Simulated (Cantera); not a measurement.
Feed: 1 mol C2H2, 0.19 mol O2, 2.4 mol H2, equilibrated at 673 K and 0.0133 bar.

These are equilibrium values from Cantera (NASA tables, ideal gas, pure condensed phases), not measurements of a reactor. Candidate condensed phases: C, C6H6, C7H8, C8H18, H2O; 110 gas species. Equilibrium is a limit: real reactors are often held back by kinetics, nucleation or transport.

Base state: H2 0.769, CH4 0.120, H2O 0.0911, CO2 0.0119, CO 0.00818 (mole fractions); condensed: C(graphite).

Task: What changes in the equilibrium state with this change: C2H2 replaced by C2H6?

Result: 
```csv
species,before,after
H2,0.769,0.797
CH4,0.120,0.129
H2O,0.0911,0.0628
CO2,0.0119,0.00524
CO,0.00818,0.00544
"C(graphite), mol",1.57,1.32
```
